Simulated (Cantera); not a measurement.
A perfectly stirred reactor is fed with 47.6 % NO, 52.4 % N₂, at 100.0 Torr; it is held at 2025 K, and followed from long to short residence time.

Cantera simulation using GRI-Mech 3.0 (53 species, 325 reactions); the numbers are that mechanism's predictions, not measurements.

x: mole fraction; the columns are a selection and need not sum to one.

```csv
τ (s),x NO,x O₂,x NO₂,x N₂,x O,x N₂O
16,0.0730,0.201,4.31e-5,0.725,…,1.98e-6
5.0,0.157,0.159,8.22e-5,0.683,…,8.86e-6
1.6,0.289,0.0929,0.000116,0.617,…,3.15e-5
0.52,0.402,0.0367,0.000105,0.561,…,6.50e-5
0.17,0.452,0.0116,7.58e-5,0.536,…,8.57e-5
0.054,0.469,0.00339,5.75e-5,0.527,…,9.18e-5
0.017,0.474,0.000901,4.69e-5,0.525,…,8.72e-5
0.0055,0.476,0.000188,3.43e-5,0.524,…,7.08e-5
0.0018,0.476,2.21e-5,1.60e-5,0.524,…,4.40e-5
0.00057,0.476,1.67e-6,3.87e-6,0.524,…,1.96e-5
```

Question: Some entries are withheld; supply them.

Answer: 
- 16, x O: 0.00100
- 5.0, x O: 0.000902
- 1.6, x O: 0.000709
- 0.52, x O: 0.000484
- 0.17, x O: 0.000333
- 0.054, x O: 0.000258
- 0.017, x O: 0.000213
- 0.0055, x O: 0.000155
- 0.0018, x O: 7.54e-5
- 0.00057, x O: 2.40e-5
